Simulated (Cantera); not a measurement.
# Aluminium nitride and oxide growth: Al(CH₃)₃ + N₂O + H₂

Input: 1 mol Al(CH₃)₃, 44 mol N₂O, 19 mol H₂, held at 1875 K and 750 Torr.

These are equilibrium values from Cantera (NASA tables, ideal gas, pure condensed phases), not measurements of a reactor. Candidate condensed phases: Al, AlN, Al₂O₃, C, C₆H₆, C₇H₈, C₈H₁₈, H₂O; 148 gas species. The feed counts by its element totals alone. Gases not in the tables: Al(OH)₃. The numbers say what is thermodynamically allowed, not how fast it happens.

* **x(N₂)**: 0.570
* **x(H₂O)**: 0.304
* **x(O₂)**: 0.0826
* **x(CO₂)**: 0.0389
* **x(NO)**: 0.00283
* **x(OH)**: 0.00147
* **x(H₂)**: 0.000112
* **x(O)**: 6.91e-5
* **x(CO)**: 5.86e-5
* **n(Al₂O₃(s))**: 0.500 mol
* **gas amount**: 77.04 mol
* **log10 activity of C(graphite) (absent)**: -11.37
* **log10 activity of Al(l) (absent)**: -14.15
